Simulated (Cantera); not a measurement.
**Equilibrium for metals in furnace atmospheres: Al + O2 + H2**

Feed: 1 mol Al, a varied amount of O2, 80 mol H2, held at 1527 °C and 1.00 bar.

Method: chemical equilibrium by Gibbs-energy minimisation in Cantera with the NASA 1993 tables (ideal gas, pure condensed phases). Candidate condensed phases: Al, Al2O3, H2O; 19 gas species. Mutual solubility and eutectic melting of coexisting phases are not modelled. Kinetics and transport are ignored.

```json
[
 {"n(O2) (mol)": "0.0021", "log p H2": "0.00", "log p Al2O": "-4.28", "log p Al": "-3.10", "log p AlH": "-3.44", "log p H": "-3.45", "log p AlOH": "-6.91", "log p Al2": "-6.21", "n Al(l)": "0.899", "n Al2O3(s)": "0"},
 {"n(O2) (mol)": "0.0074", "log p H2": "0.00", "log p Al2O": "-3.73", "log p Al": "-3.10", "log p AlH": "-3.44", "log p H": "-3.45", "log p AlOH": "-6.37", "log p Al2": "-6.21", "n Al(l)": "0.878", "n Al2O3(s)": "0"},
 {"n(O2) (mol)": "0.013", "log p H2": "0.00", "log p Al2O": "-3.49", "log p Al": "-3.10", "log p AlH": "-3.44", "log p H": "-3.45", "log p AlOH": "-6.12", "log p Al2": "-6.21", "n Al(l)": "0.856", "n Al2O3(s)": "0"},
 {"n(O2) (mol)": "0.018", "log p H2": "0.00", "log p Al2O": "-3.35", "log p Al": "-3.10", "log p AlH": "-3.44", "log p H": "-3.45", "log p AlOH": "-5.98", "log p Al2": "-6.21", "n Al(l)": "0.836", "n Al2O3(s)": "0"},
 {"n(O2) (mol)": "0.023", "log p H2": "0.00", "log p Al2O": "-3.24", "log p Al": "-3.10", "log p AlH": "-3.44", "log p H": "-3.45", "log p AlOH": "-5.87", "log p Al2": "-6.21", "n Al(l)": "0.816", "n Al2O3(s)": "0"},
 {"n(O2) (mol)": "0.029", "log p H2": "0.00", "log p Al2O": "-3.14", "log p Al": "-3.10", "log p AlH": "-3.44", "log p H": "-3.45", "log p AlOH": "-5.77", "log p Al2": "-6.21", "n Al(l)": "0.792", "n Al2O3(s)": "0"},
 {"n(O2) (mol)": "0.034", "log p H2": "0.00", "log p Al2O": "-3.07", "log p Al": "-3.10", "log p AlH": "-3.44", "log p H": "-3.45", "log p AlOH": "-5.71", "log p Al2": "-6.21", "n Al(l)": "0.772", "n Al2O3(s)": "0"},
 {"n(O2) (mol)": "0.039", "log p H2": "0.00", "log p Al2O": "-3.01", "log p Al": "-3.10", "log p AlH": "-3.44", "log p H": "-3.45", "log p AlOH": "-5.65", "log p Al2": "-6.21", "n Al(l)": "0.752", "n Al2O3(s)": "0"},
 {"n(O2) (mol)": "0.045", "log p H2": "0.00", "log p Al2O": "-2.95", "log p Al": "-3.10", "log p AlH": "-3.44", "log p H": "-3.45", "log p AlOH": "-5.58", "log p Al2": "-6.21", "n Al(l)": "0.728", "n Al2O3(s)": "0"},
 {"n(O2) (mol)": "0.05", "log p H2": "0.00", "log p Al2O": "-2.91", "log p Al": "-3.10", "log p AlH": "-3.44", "log p H": "-3.45", "log p AlOH": "-5.54", "log p Al2": "-6.21", "n Al(l)": "0.708", "n Al2O3(s)": "0"},
 {"n(O2) (mol)": "0.055", "log p H2": "0.00", "log p Al2O": "-2.88", "log p Al": "-3.10", "log p AlH": "-3.44", "log p H": "-3.45", "log p AlOH": "-5.51", "log p Al2": "-6.21", "n Al(l)": "0.692", "n Al2O3(s)": "0.000966"}
]
```
log p: log10 of the partial pressure in bar; n: condensed amount in mol.

From 0.0021 mol O2 to 0.05 mol O2 the condensed part is Al(l). At 0.055 mol O2 the condensed part is Al(l) + Al2O3(s). The main Al-bearing gas is Al at 0.0021 mol O2 and Al2O at 0.055 mol O2. The share of Al in condensed phases is highest at 0.0021 mol O2 (89.9 %) and lowest at 0.055 mol O2 (69.3 %).
